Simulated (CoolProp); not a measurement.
Saturation properties of neopentane.

Model: reference Helmholtz-energy equation of state, Lemmon 2006, in CoolProp. It is a short technical equation, of lower accuracy than the large ones.

| T (K) | p (bar) | vapour density (kg/m³) | liquid cp (kJ/(kg K)) | surface tension (mN/m) |
|---|---|---|---|---|
| 274.2 | 0.7388 | 2.424 | 2.172 | 13.3 |
| 289.5 | 1.288 | 4.077 | 2.258 | (withheld) |
| 304.8 | 2.110 | (withheld) | 2.350 | (withheld) |
| 320.1 | 3.277 | 9.884 | (withheld) | 8.83 |
| 335.4 | 4.871 | 14.55 | 2.555 | 7.41 |
| 350.7 | 6.978 | 20.86 | 2.676 | 6.04 |
| 366 | 9.687 | 29.37 | 2.819 | 4.72 |
| 381.3 | 13.10 | 40.98 | 3.003 | 3.46 |
| 396.6 | 17.32 | 57.33 | 3.272 | 2.28 |
| 411.9 | 22.49 | 82.18 | 3.792 | 1.20 |
| 427.2 | 28.80 | (withheld) | 6.312 | 0.279 |

Question: Complete the blanks.

Answer: 
- 289.5, surface tension (mN/m): 11.8
- 304.8, vapour density (kg/m³): 6.489
- 304.8, surface tension (mN/m): 10.3
- 320.1, liquid cp (kJ/(kg K)): 2.448
- 427.2, vapour density (kg/m³): 130.1

It boils at 282.7 K under 1 atm.

Surface tension comes from a separate correlation (Mulero 2014).
